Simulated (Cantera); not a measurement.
## Equilibrium for fluorocarbon and chlorocarbon gases: C2F6 + HCl

Charge: 1 mol C2F6, 0.47 mol HCl, at 195 Torr.

Method: chemical equilibrium by Gibbs-energy minimisation in Cantera with the NASA 1993 tables (ideal gas, pure condensed phases). Candidate condensed phases: C, C6H6, C7H8, C8H18; 118 gas species. The feed counts by its element totals alone. The tables' values for C2F4 are old estimates; treat these amounts as uncertain. Gases not in the tables: C2F6 and larger saturated fluorocarbons. Rates play no part.

From 825 °C to 2025 °C the condensed part is C(graphite). The main C-bearing gas is CF4 throughout. The share of C in condensed phases is highest at 1525 °C (30.0 %) and lowest at 2025 °C (23.3 %).

```csv
T (°C),x CF4,x HF,x Cl,x CF2,x HCl,x Cl2,x F,x CClF3,x CF3,n C(graphite)
825,0.694,0.126,0.000659,1.83e-8,0.106,0.0517,4.59e-10,0.0206,4.19e-8,0.553
925,0.684,0.147,0.00225,2.39e-7,0.0835,0.0613,8.23e-9,0.0210,3.34e-7,0.564
1025,0.675,0.164,0.00622,2.09e-6,0.0653,0.0678,9.47e-8,0.0210,1.92e-6,0.573
1125,0.667,0.177,0.0146,1.33e-5,0.0508,0.0704,7.68e-7,0.0204,8.59e-6,0.580
1225,0.657,0.186,0.0295,6.59e-5,0.0391,0.0682,4.72e-6,0.0193,3.13e-5,0.586
1325,0.647,0.192,0.0525,0.000266,0.0295,0.0608,2.30e-5,0.0175,9.65e-5,0.592
1425,0.634,0.196,0.0825,0.000903,0.0216,0.0490,9.34e-5,0.0151,0.000259,0.596
1525,0.620,0.198,0.115,0.00266,0.0152,0.0351,0.000323,0.0124,0.000620,0.599
1625,0.605,0.199,0.144,0.00698,0.0102,0.0225,0.000982,0.00956,0.00135,0.598
1725,0.588,0.198,0.164,0.0165,0.00669,0.0131,0.00267,0.00705,0.00269,0.591
1825,0.564,0.196,0.176,0.0355,0.00430,0.00724,0.00655,0.00501,0.00497,0.571
1925,0.525,0.192,0.180,0.0701,0.00275,0.00389,0.0147,0.00344,0.00845,0.533
2025,0.463,0.184,0.177,0.126,0.00175,0.00204,0.0304,0.00225,0.0131,0.465
```
x: gas mole fraction; n: condensed amount in mol.
